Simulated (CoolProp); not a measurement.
Vapour-liquid equilibrium of propylene (1) + cyclohexane (2) at 42.35 °C; x and y are mole fractions of (1).

The numbers come from the multi-fluid Helmholtz-energy mixture model, Lemmon 2013 and Zhou 2014; pair parameters Bell 2016 in CoolProp.

Question: Give the bubble pressure and the first vapour's composition at x = 0.2, 0.425, 0.8. Is there an azeotrope?

Answer: x = 0.2: 3.918 bar, y = 0.935; x = 0.425: 7.586 bar, y = 0.970; x = 0.8: 13.48 bar, y = 0.990. No azeotrope shows between x = 0.05 and 0.95.

The pair parameters rest on a limited set of measurements; away from them the model extrapolates. The gap from Raoult's law changes sign with composition, which may be real or a fault of the pair parameters; it wasn't checked against measurements.
